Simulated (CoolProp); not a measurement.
CH3F (R41) at 317.89 K and 8.43 MPa is throttled through a valve to 5.73 MPa with no heat exchange. Each further row changes one setting.

Model: reference Helmholtz-energy equation of state, Lemmon 2006, in CoolProp. It is a short technical equation, of lower accuracy than the large ones.

```json
[
 {"case": "as stated", "temperature change (K)": "-5.3", "final phase": "liquid", "final density (kg/m³)": "493"},
 {"case": "outlet pressure 1.72 MPa", "temperature change (K)": "-50.9", "final phase": "two-phase, vapour fraction 0.395", "final density (kg/m³)": "82.8"},
 {"case": "outlet pressure 7.45 MPa", "temperature change (K)": "-1.6", "final phase": "liquid", "final density (kg/m³)": "515"}
]
```
